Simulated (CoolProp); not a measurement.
Properties of n-dodecane along the isobar 627 kPa (Tc = 658.1 K, pc = 1818 kPa, ω = 0.574).

Values from CoolProp's reference Helmholtz-energy equation of state, Lemmon 2004. It is a short technical equation, of lower accuracy than the large ones.

| T (K) | phase | cv (kJ/(kg K)) | viscosity (µPa s) |
|---|---|---|---|
| 374.6 | liquid | 2.109 | 505 |
| 409.7 | liquid | 2.246 | 366 |
| 444.7 | liquid | 2.379 | 276 |
| 479.8 | liquid | 2.508 | 212 |
| 514.8 | liquid | 2.632 | 163 |
| 549.9 | liquid | 2.752 | 123 |
| 620 | gas | 2.903 | 9.66 |

Viscosity comes from a separate model (Huber 2004).
